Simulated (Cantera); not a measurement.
A Cantera script and what it prints.

```python
import numpy as np
import cantera as ct

gas_names = """
    CL CL2 N N2 Si SiCL SiCL2 SiCL3 SiCL4 SiN Si2 Si2N Si3
""".split()
cond_names = """
    Si(cr) Si(L) Si3N4(a)
""".split()


def load(file, names, dense=False):
    # The tables refer to 1 bar. Condensed volumes are neglected.
    table = {s.name: s for s in ct.Species.list_from_file(file)}
    out = []
    for n in names:
        d = dict(table[n].input_data)
        d["thermo"] = dict(d["thermo"], **{"reference-pressure": 1e5})
        if dense:
            d["equation-of-state"] = {"model": "constant-volume", "density": "1e6 g/cm^3"}
        out.append(ct.Species.from_dict(d))
    return out


gas = ct.Solution(thermo="ideal-gas", species=load("nasa_gas.yaml", gas_names))
cond = {s.name: ct.Solution(thermo="fixed-stoichiometry", species=[s], name=s.name)
        for s in load("nasa_condensed.yaml", cond_names, dense=True)}
atoms = {
    'SiCl4': {'Si': 1, 'CL': 4},
    'Cl2': {'CL': 2},
    'N2': {'N': 2},
}
top_T = {'Si3N4(a)': 2400}  # K; cautious upper limits of use, not melting points


def equilibrate(T, P, feed):
    n = {}
    for name, mol in feed.items():
        for a, k in atoms[name].items():
            n[a] = n.get(a, 0.0) + k * mol
    gas.TPX = T, P, n
    mass = sum(n.values()) * gas.mean_molecular_weight
    gas.equilibrate("TP")
    valid = [c for c in cond.values() if c.min_temp <= T <= top_T.get(c.name, c.max_temp)]
    mix = ct.Mixture([(gas, mass / gas.mean_molecular_weight)] + [(c, 0.0) for c in valid])
    mix.T, mix.P = T, P
    mix.equilibrate("TP", solver="vcs", rtol=1e-11, max_steps=5000)
    return mix


results = []
feed = {'SiCl4': 1, 'Cl2': 0.0047, 'N2': 4.6}  # mol
T = 1098.15  # K
P = 23000  # Pa
mix = equilibrate(T, P, feed)
results.append((T, P, feed, dict(zip(mix.species_names, mix.species_moles))))
print(gas.report(threshold=1e-05))
for i in range(1, mix.n_phases):
    print(f"{mix.phase(i).name:16s} {mix.phase_moles(i):12.5e} mol")
```

It prints:

```
       temperature   1098.2 K
          pressure   23000 Pa
           density   0.13442 kg/m^3
  mean mol. weight   53.36 kg/kmol
   phase of matter   gas

                          1 kg             1 kmol
                     ---------------   ---------------
          enthalpy       -1.5617e+06       -8.3336e+07  J
   internal energy       -1.7329e+06       -9.2466e+07  J
           entropy            5410.2        2.8869e+05  J/K
    Gibbs function        -7.503e+06       -4.0036e+08  J
 heat capacity c_p            866.08             46215  J/K
 heat capacity c_v            710.27             37900  J/K

                      mass frac. Y      mole frac. X     chem. pot. / RT
                     ---------------   ---------------   ---------------
                CL        5.7845e-05        8.7071e-05           -18.956
               CL2         0.0010564        0.00079509           -37.911
                N2           0.43087            0.8207           -26.776
             SiCL4           0.56802           0.17841           -122.42
     [   +9 minor]        3.9854e-07        1.5819e-07

Si(cr)            0.00000e+00 mol
Si3N4(a)          0.00000e+00 mol
```

Cantera equilibrium calculation (NASA polynomials, part measured and part estimated; ideal gas, pure solids and liquids).
